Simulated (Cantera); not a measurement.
An isothermal, constant-pressure homogeneous reactor starts with CH₄ : N₂ = 1 : 70 (molar parts), at 1948 K and 120 Torr.

Detailed kinetics in Cantera: GRI-Mech 3.0 (53 species, 325 reactions). GRI-Mech 3.0 stops at C3 and has no aromatics, soot or wall deposition, so with more carbon than oxygen in the feed, carbon stays in small species such as C2H2 where larger ones or solid carbon would form.

x: mole fraction; the columns are a selection and need not sum to one.

```json
[
 {"t (s)": "5.00e-5", "x CH₄": "0.0140", "x C₂H": "<1e-12", "x CH₃": "5.23e-5", "x H₂": "2.38e-5", "x C₂H₄": "3.41e-8", "x H": "4.82e-6"},
 {"t (s)": "0.000120", "x CH₄": "0.0140", "x C₂H": "<1e-12", "x CH₃": "0.000131", "x H₂": "6.43e-5", "x C₂H₄": "5.82e-7", "x H": "5.04e-6"},
 {"t (s)": "0.000286", "x CH₄": "0.0137", "x C₂H": "8.16e-11", "x CH₃": "0.000314", "x H₂": "0.000174", "x C₂H₄": "8.39e-6", "x H": "6.44e-6"},
 {"t (s)": "0.000684", "x CH₄": "0.0131", "x C₂H": "5.72e-9", "x CH₃": "0.000712", "x H₂": "0.000620", "x C₂H₄": "0.000102", "x H": "1.48e-5"},
 {"t (s)": "0.00164", "x CH₄": "0.0104", "x C₂H": "1.33e-7", "x CH₃": "0.00121", "x H₂": "0.00359", "x C₂H₄": "0.000668", "x H": "5.65e-5"},
 {"t (s)": "0.00391", "x CH₄": "…", "x C₂H": "…", "x CH₃": "…", "x H₂": "…", "x C₂H₄": "…", "x H": "…"},
 {"t (s)": "0.00935", "x CH₄": "0.00149", "x C₂H": "1.04e-6", "x CH₃": "0.000306", "x H₂": "0.0182", "x C₂H₄": "4.54e-5", "x H": "0.000203"},
 {"t (s)": "0.0224", "x CH₄": "0.000373", "x C₂H": "1.40e-6", "x CH₃": "9.75e-5", "x H₂": "0.0200", "x C₂H₄": "4.28e-6", "x H": "0.000270"},
 {"t (s)": "0.0535", "x CH₄": "8.45e-5", "x C₂H": "1.70e-6", "x CH₃": "2.65e-5", "x H₂": "0.0205", "x C₂H₄": "4.89e-7", "x H": "0.000326"},
 {"t (s)": "0.128", "x CH₄": "1.70e-5", "x C₂H": "1.88e-6", "x CH₃": "5.94e-6", "x H₂": "0.0206", "x C₂H₄": "2.19e-7", "x H": "0.000363"},
 {"t (s)": "0.306", "x CH₄": "…", "x C₂H": "2.03e-6", "x CH₃": "…", "x H₂": "0.0206", "x C₂H₄": "2.05e-7", "x H": "0.000390"},
 {"t (s)": "0.731", "x CH₄": "3.19e-7", "x C₂H": "2.11e-6", "x CH₃": "1.24e-7", "x H₂": "0.0206", "x C₂H₄": "2.05e-7", "x H": "0.000406"},
 {"t (s)": "1.75", "x CH₄": "1.96e-7", "x C₂H": "2.12e-6", "x CH₃": "7.68e-8", "x H₂": "0.0206", "x C₂H₄": "2.05e-7", "x H": "0.000409"},
 {"t (s)": "4.18", "x CH₄": "1.52e-7", "x C₂H": "2.12e-6", "x CH₃": "5.96e-8", "x H₂": "0.0206", "x C₂H₄": "2.05e-7", "x H": "0.000409"},
 {"t (s)": "10.0", "x CH₄": "1.49e-7", "x C₂H": "2.12e-6", "x CH₃": "5.85e-8", "x H₂": "0.0206", "x C₂H₄": "2.05e-7", "x H": "0.000409"}
]
```

### Question
Complete the blanks.

### Answer

- 0.00391, x CH₄: 0.00471
- 0.00391, x C₂H: 6.57e-7
- 0.00391, x CH₃: 0.000800
- 0.00391, x H₂: 0.0126
- 0.00391, x C₂H₄: 0.000399
- 0.00391, x H: 0.000139
- 0.306, x CH₄: 1.92e-6
- 0.306, x CH₃: 7.20e-7
